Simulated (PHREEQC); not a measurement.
Dissolve 70 mmol/kgw NH4HS, 0.078 mmol/kgw NaCl and 46 mmol/kgw MnCl2 at 25 °C. Closed to the air; pH follows from the charge balance.

All values are PHREEQC results (ion-association model, wateq4f.dat), not measurements.

Each row changes one thing in this solution. This is a speciation only: nothing precipitates in the calculation.

```csv
case,pH,ionic strength (mol/kgw),Cl- (mol/kgw),NH4+ (mol/kgw),Mn+2 (mol/kgw),MnCl+ (mol/kgw),SI of Halite (NaCl)
as made,8.07,0.195,0.0872,0.0667,0.0412,0.00466,-7.02
diluted 5-fold with water,8.08,0.0402,0.0181,0.0132,0.00885,0.000328,-8.29
temperature from 25 to 90 °C,7.04,0.188,0.0878,0.0588,0.0414,0.00411,-7.18
0.0009 mol/kgw NaHSO4 added,8.01,0.196,0.0873,0.0670,0.0409,0.00462,-5.93
temperature from 25 to 75 °C,7.22,___,0.0877,0.0615,0.0414,0.00426,-7.14
NH4HS from 0.07 to 0.014 mol/kgw,___,0.141,0.0868,0.0133,0.0408,___,___
diluted 2-fold with water,8.08,0.0991,0.0445,0.0332,0.0214,0.00152,-7.57
NH4HS replaced by NH4Cl at the same molality,___,0.192,0.154,0.0700,0.0381,0.00763,-6.78
```

Q: What belongs in the gaps?

A: 
- temperature from 25 to 75 °C, ionic strength (mol/kgw): 0.190
- NH4HS from 0.07 to 0.014 mol/kgw, pH: 8.06
- NH4HS from 0.07 to 0.014 mol/kgw, MnCl+ (mol/kgw): 0.00507
- NH4HS from 0.07 to 0.014 mol/kgw, SI of Halite (NaCl): -7.00
- NH4HS replaced by NH4Cl at the same molality, pH: 5.31

Some of these states are supersaturated (in MnS(Green), for instance). Constants without temperature data keep their 25 °C values here. The polysulfide entries of wateq4f.dat were taken out for this run.
